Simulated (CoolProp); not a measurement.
Vapour-liquid equilibrium of acetone (1) + benzene (2) at 0.152 MPa; x and y are mole fractions of (1).

Model: multi-fluid Helmholtz-energy mixture model, Lemmon 2006 and Thol 2012; pair parameters Bell 2016, in CoolProp.

Problem. Give the bubble temperature and the first vapour's composition at x = 0.125, 0.65, 0.95. Is there an azeotrope?

Solution. x = 0.125: 360.3 K, y = 0.266; x = 0.65: 346.5 K, y = 0.775; x = 0.95: 342.2 K, y = 0.968. No azeotrope shows between x = 0.05 and 0.95.

Pair parameters are fitted to limited data, so mixtures are less certain than the pure fluids.
